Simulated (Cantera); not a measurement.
A perfectly stirred reactor is fed with CH₃OH : O₂ : N₂ : H₂O = 1 : 0.882 : 3.32 : 0.33 (molar parts), equivalence ratio 1.7, at 101000 Pa; it is adiabatic with a 398 K inlet, and is followed from long to short residence time, starting on the burning branch (τ in s: 0.23, 0.059, 0.015, 0.004, 0.001, 0.00027, 7.1e-05, 1.9e-05, 4.9e-06).

Model: GRI-Mech 3.0 (53 species, 325 reactions), integrated in Cantera. GRI-Mech 3.0 was tuned for natural gas; its chemistry of methanol as a main component is partial and can be far from experiment.

Question: What does this change do: pressure from 101000 Pa to 300000 Pa?

Answer: 
```csv
quantity,before,after
"blow-out, bracketed by the residence times tried","burning at 0.270 ms, out at 71.0 µs","burning at 0.270 ms, out at 71.0 µs"
x(CH₃OH) at τ = 0.230 s,1.65e-6,1.73e-6
x(O₂) at τ = 0.230 s,4.06e-5,3.68e-5
x(H₂O) at τ = 0.230 s,0.254,0.254
x(HCN) at τ = 0.230 s,2.20e-7,1.23e-7
x(H₂) at τ = 0.230 s,0.0954,0.0956
x(CH₃OH) at τ = 1.00 ms,8.69e-5,6.29e-5
x(O₂) at τ = 1.00 ms,0.00198,0.00129
x(H₂O) at τ = 1.00 ms,0.251,0.253
x(HCN) at τ = 1.00 ms,1.35e-5,6.71e-6
x(H₂) at τ = 1.00 ms,0.0928,0.0938
```
